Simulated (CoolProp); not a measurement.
1000 sccm (0 °C, 1 atm) of nitrogen bubbles through liquid dimethyl carbonate at 319.3 K and leaves saturated at a total pressure of 0.0789 MPa (ideal gas phase). Each further row changes one setting.

Computed with CoolProp (reference Helmholtz-energy equation of state, Zhou 2011).

```tsv
case	vapour pressure (kPa)	mole fraction of vapour	delivery (mg/min)	delivery (sccm)	change of delivery for a bath 1 K warmer (%)
as stated	19.7	0.250	1340	333	6.0
bath temperature 324.3 K	24.4	0.309	1800	448	6.3
total pressure 0.158 MPa	19.7	0.125	573	143	5.1
```
